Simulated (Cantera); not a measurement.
Input: 1 mol SiHCl3, a varied amount of H2, at 2027 °C and 100 Torr.

Cantera equilibrium calculation (NASA polynomials, part measured and part estimated; ideal gas, pure solids and liquids). Candidate condensed phases: Si; 19 gas species. The tables' values for SiCl, SiCl3 are old estimates; treat these amounts as uncertain. Gases not in the tables: Si2H6 and higher silanes. Equilibrium is a limit: real reactors are often held back by kinetics, nucleation or transport.

x: gas mole fraction; n: condensed amount in mol.

| n(H2) (mol) | x H2 | x HCl | x SiCl2 | x H | x Cl | n Si(l) |
|---|---|---|---|---|---|---|
| 1.8 | 0.449 | 0.268 | 0.240 | 0.0178 | 0.00763 | (withheld) |
| 2.5 | 0.521 | 0.241 | 0.195 | 0.0191 | 0.00637 | (withheld) |
| 3.5 | 0.589 | 0.222 | 0.147 | 0.0203 | 0.00553 | (withheld) |
| 5 | 0.657 | 0.198 | 0.104 | 0.0215 | 0.00465 | (withheld) |
| 7.1 | 0.719 | 0.171 | 0.0710 | 0.0225 | 0.00384 | (withheld) |
| 10 | 0.771 | 0.143 | 0.0468 | 0.0233 | 0.00312 | (withheld) |
| 14 | 0.815 | 0.118 | 0.0299 | 0.0239 | 0.00249 | (withheld) |
| 20 | 0.852 | 0.0933 | 0.0179 | 0.0245 | 0.00193 | 0.354 |
| 29 | 0.882 | 0.0713 | 0.0101 | 0.0249 | 0.00145 | 0.354 |
| 41 | 0.904 | 0.0544 | 0.00574 | 0.0252 | 0.00109 | (withheld) |
| 58 | 0.920 | 0.0408 | 0.00318 | 0.0254 | 0.000813 | (withheld) |

Problem. Some entries are withheld; supply them.

Solution. 
- 1.8, n Si(l): 0
- 2.5, n Si(l): 0.0199
- 3.5, n Si(l): 0.0811
- 5, n Si(l): 0.149
- 7.1, n Si(l): 0.216
- 10, n Si(l): 0.275
- 14, n Si(l): 0.323
- 41, n Si(l): 0.313
- 58, n Si(l): 0.218
